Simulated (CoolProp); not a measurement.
The fluid at 293.15 K and 0.4 MPa (stagnation) flows isentropically through a choked orifice. The same conditions are run with several fluids, on thermodynamics alone (safety and materials aside).

The numbers come from the reference Helmholtz-energy equation of state of each fluid (R507A: Lemmon 2003; R410A: Lemmon 2003; R407C: Lemmon 2003; R125: Lemmon 2005; CH3F (R41): Lemmon 2006) in CoolProp. Blends and air are pseudo-pure fits.

Problem. Rank R507A, R410A, R407C, R125, CH3F (R41) by throat to inlet pressure ratio, highest first.

Solution. R125 (0.591), R507A (0.588), R407C (0.581), R410A (0.572), CH3F (R41) (0.546)

| fluid | mass flux (kg/(m² s)) | throat temperature (K) |
|---|---|---|
| R507A | 1650 | 276.4 |
| R410A | 1440 | 269.0 |
| R407C | 1550 | 273.0 |
| R125 | 1800 | 278.2 |
| CH3F (R41) | 1010 | 254.9 |
